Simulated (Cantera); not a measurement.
# Equilibrium for boron, boron nitride and boron oxide: borazine + H2O + N2

A closed system holds: 1 mol borazine, 0.85 mol H2O, 0.88 mol N2, at 1975 K and 0.100 bar.

Cantera equilibrium calculation (NASA polynomials, part measured and part estimated; ideal gas, pure solids and liquids). Candidate condensed phases: B, BN, B2O3, B3O3H3, H2O; 39 gas species. The feed counts by its element totals alone. The tables' values for BH2 are old estimates; treat these amounts as uncertain. Rates play no part.

```json
{
  "x(H2)": "0.666",
  "x(N2)": "0.227",
  "x(HBO)": "0.0608",
  "x(B2O2)": "0.0157",
  "x(B2O3)": "0.0140",
  "x(HBO2)": "0.00780",
  "x(BO)": "0.00479",
  "x(H)": "0.00353",
  "x(H2O)": "0.000435",
  "n(BN(s))": "2.27 mol",
  "gas_amount": "5.481 mol",
  "log10 activity of B(s) (absent)": "-1.22",
  "log10 activity of B3O3H3(s) (absent)": "-10.46"
}
```
